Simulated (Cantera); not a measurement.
Feed: 1 mol MgCl2, a varied amount of H2, at 1173 K and 1.00 bar.

Cantera equilibrium calculation (NASA polynomials, part measured and part estimated; ideal gas, pure solids and liquids). Candidate condensed phases: Mg, MgCl2; 10 gas species. Rates play no part.

Question: Which condensed phases are stable at each of these points (n(H2) (mol)): 11, 15, 20, 28, 38, 52, 70, 96, 130, 180, 240, 330, 450?

Answer: 
| n(H2) (mol) | condensed phases | Mg condensed (%) |
|---|---|---|
| 11 | MgCl2(l) | 93.8 |
| 15 | MgCl2(l) | 91.6 |
| 20 | MgCl2(l) | 88.8 |
| 28 | MgCl2(l) | 84.3 |
| 38 | MgCl2(l) | 78.7 |
| 52 | MgCl2(l) | 70.9 |
| 70 | MgCl2(l) | 60.8 |
| 96 | MgCl2(l) | 46.2 |
| 130 | MgCl2(l) | 27.2 |
| 180 | gas only | 0.0 |
| 240 | gas only | 0.0 |
| 330 | gas only | 0.0 |
| 450 | gas only | 0.0 |

From 11 mol H2 to 130 mol H2 the condensed part is MgCl2(l). From 180 mol H2 to 450 mol H2 nothing is condensed.
